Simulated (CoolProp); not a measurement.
Propylene at 298.15 K and 3.14 MPa flows at 0.33 m/s in a round tube of 50 mm bore and 15 µm roughness, fully developed (64/Re and Nu = 3.66 if laminar; Colebrook and Gnielinski if turbulent). Each further row changes one setting.

Computed with CoolProp (reference Helmholtz-energy equation of state, Lemmon 2013).

| case | Reynolds number | Darcy friction factor | pressure drop (Pa/m) | heat-transfer coefficient (W/(m² K)) | mass flow (kg/h) |
|---|---|---|---|---|---|
| as stated | 85800 | 0.0199 | 11.1 | 744 | 1200 |
| velocity 0.66 m/s | 172000 | 0.0181 | 40.3 | 1380 | 2390 |
| diameter 100 mm | 172000 | 0.0172 | 4.79 | 659 | 4780 |

Viscosity comes from a separate model (Huber 2003), an estimate that may be off by 10 % or more. Thermal conductivity comes from a separate model (Huber 2003), an estimate that may be off by 10 % or more.
